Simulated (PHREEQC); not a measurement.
## Hard or scaling water: an equilibrium model

A solution holds 0.32 mol/kgw CaCl2, 0.13 mol/kgw Na2SO4 and 0.052 mol/kgw KCl, at 47 °C. Closed to the air; pH follows from the charge balance.

Computed with PHREEQC (ion-association model, wateq4f.dat).

Precipitation was switched off in this run.

Task: Estimate the ionic strength, activity of water.

Result: ionic strength 1.09 mol/kgw; activity of water 0.977.

Task: In which forms is K present?

Result: K+ 94 %, KSO4- 5.6 % of the K.

The solution is supersaturated, for example in Gypsum, so a real one may precipitate; this is no full list. Ionic strength above about 0.7 mol/kgw puts this run outside the model's range. Species that the database lacks are ignored. Away from 25 °C the constants follow the database's enthalpies or fits; those with neither stay at their 25 °C values.
